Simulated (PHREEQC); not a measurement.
A made-up water analysis in mmol/kgw, 5 °C, pH 3.69, pe 10.4:

```csv
constituent,mmol/kgw
Na,3.69
K,0.542
Ca,10.9
Mg,4.87
Cl,11.6
S(6),12
Li,0.266
Cu(2),0.838
Cd,0.853
```

Cl is adjusted to close the charge balance.
Valence states are taken as typed.

The numbers come from PHREEQC with the ion-association model, phreeqc.dat.

This is a speciation only: nothing precipitates in the calculation.

Task: Estimate the ionic strength, density, specific conductance.

Result: ionic strength 0.0537 mol/kgw; density 1.002 g/cm³; specific conductance 2040 µS/cm.

Task: In which forms is Cd present?

Result: Cd+2 47 %, CdCl+ 29 %, CdSO4 20 %, Cd(SO4)2-2 2.1 %, CdCl2 1.2 % of the Cd.

Away from 25 °C the constants follow the database's enthalpies or fits; those with neither stay at their 25 °C values.
